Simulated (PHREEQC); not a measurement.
Make-up at 25 °C: 5.1 mmol/kgw NiSO4, 0.087 mmol/kgw Na2SO4 and 140 mmol/kgw MnSO4. Closed to the air; pH follows from the charge balance.

All values are PHREEQC results (ion-association model, wateq4f.dat), not measurements.

**Question.** The ionic strength comes out as 0.304 mol/kgw. What activity coefficients do Mn+2, MnOH+, Na+, Ni+2, HSO4- get?

**Answer.** Mn+2 0.29, MnOH+ 0.71, Na+ 0.72, Ni+2 0.29, HSO4- 0.70.

No solid was allowed to form.
